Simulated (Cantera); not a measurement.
Predominance diagram of Zr at 1050 K against the partial pressures of O2 and N2 (log10, bar). Standard-state values (1 bar) from the NASA 1993 polynomials, evaluated with Cantera. Candidates: Zr(α), ZrN(s), ZrO2(monoclinic). Only these pure phases compete in this equilibrium. ZrN: taken at fixed stoichiometry.

**Question.** Which phase is stable at these pairs, and which metal-bearing vapour leads over it? (-8.2, -5.5); (-39, 1); (-8.2, -9.5); (-22.6, -0.3); (0, -9.5); (0, -6.8); (-14.4, -10.8)

**Answer.** 
```tsv
log p(O2)	log p(N2)	phase	chief vapour	log p (bar)
-8.2	-5.5	ZrO2(monoclinic)	ZrO2	-29.1
-39	1	ZrN(s)	ZrO	-32.9
-8.2	-9.5	ZrO2(monoclinic)	ZrO2	-29.1
-22.6	-0.3	ZrO2(monoclinic)	ZrO2	-29.1
0	-9.5	ZrO2(monoclinic)	ZrO2	-29.1
0	-6.8	ZrO2(monoclinic)	ZrO2	-29.1
-14.4	-10.8	ZrO2(monoclinic)	ZrO2	-29.1
```
